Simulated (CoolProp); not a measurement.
Vapour-liquid equilibrium of ethane (1) + C3F8 (R218) (2) at 1.23 bar; x and y are mole fractions of (1).

Computed with CoolProp (multi-fluid Helmholtz-energy mixture model, Bücker 2006 and Lemmon 2006; pair parameters Bell 2016).

**Question.** Give the bubble temperature and the first vapour's composition at x = 0.275, 0.65, 0.875. Is there an azeotrope?

**Answer.** x = 0.275: 195.9 K, y = 0.931; x = 0.65: 191.0 K, y = 0.957; x = 0.875: 189.7 K, y = 0.972. No azeotrope shows between x = 0.05 and 0.95.

Pair parameters are fitted to limited data, so mixtures are less certain than the pure fluids. With so large a gap from Raoult's law the liquid may split in two, which this calculation doesn't test in full.
